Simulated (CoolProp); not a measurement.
Isobutene along the isobar 0.693 MPa: Z from the reference equation and from simpler models built on Tc = 144.9 °C, pc = 4.016 MPa, ω = 0.193; each cubic takes its own stable root.

Model: reference Helmholtz-energy equation of state, Lemmon 2005, in CoolProp. It is a short technical equation, of lower accuracy than the large ones.

```tsv
T (°C)	phase	reference
2.85	liquid	0.02751
22.55	liquid	0.02670
42.25	liquid	0.02617
61.95	gas	0.8579
81.65	gas	0.8866
101.35	gas	0.9073
121.05	gas	0.9230
140.75	gas	0.9351
160.45	gas	0.9448
180.15	gas	0.9527
199.85	gas	0.9592
219.55	gas	0.9646
239.15	gas	0.9691
```

Task: How far does each simpler model (van der Waals, Soave-Redlich-Kwong) lie from the reference over these 13 states: mean and median of the absolute difference, and the worst?

Result: 
- van der Waals: mean 502.3 %, median 1.6 %, worst +3298.5 % at 42.25 °C and 0.693 MPa
- Soave-Redlich-Kwong: mean 2.2 %, median 0.2 %, worst +8.8 % at 42.25 °C and 0.693 MPa

At some of these states van der Waals gives the other phase, because its saturation line lies elsewhere.
